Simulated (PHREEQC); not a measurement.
Consider water at 25 °C with 0.069 mol/kgw CaCl2 and 0.04 mol/kgw MgSO4. Closed to the air; pH follows from the charge balance.

Equilibrium calculation in PHREEQC: ion-association model, wateq4f.dat.

Precipitation was switched off in this run.

Predict the ionic strength.

ionic strength 0.275 mol/kgw.

In which forms is S present?

SO4-2 42 %, CaSO4 34 %, MgSO4 24 % of the S.

Examples of supersaturated solids here: Gypsum. Others may be too.
